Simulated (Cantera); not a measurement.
Charge: 1 mol CS₂, 1.1 mol H₂O, 0.75 mol N₂, held at 1825 K and 1.33 mbar.

Method: chemical equilibrium by Gibbs-energy minimisation in Cantera with the NASA 1993 tables (ideal gas, pure condensed phases). Rates play no part.

```tsv
species	before	after
N₂	0.193	0.504
H₂	0.254	0.156
CO	0.253	0.155
H₂O	0.0153	0.00880
S₂	0.240	0.146
SH	0.0115	0.00705
S	0.0122	0.00948
COS	0.000159	7.58e-5
H₂S	0.00453	0.00217
S₂O	8.56e-5	4.88e-5
CO₂	0.00388	0.00223
SO₂	0.000767	0.000526
SO	0.00492	0.00360
```
Gas species are given as mole fractions.

### Question
Which change was made?
A) temperature from 1825 K to 3473.15 K
B) N₂ from 0.75 to 3.2 mol
C) pressure from 1.33 mbar to 71.0 bar
D) H₂O from 1.1 to 0.4 mol

### Answer
B, N₂ from 0.75 to 3.2 mol
